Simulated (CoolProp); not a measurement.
The numbers come from the reference Helmholtz-energy equation of state, Schroeder 2014 in CoolProp.

Question: For ethanol, give the phase and the density (kg/m³), Joule-Thomson coefficient (K/MPa) at 190.55 °C and 11.4 MPa.

Answer: 
- 190.55 °C and 11.4 MPa: liquid; density 613, Joule-Thomson coefficient 0.105
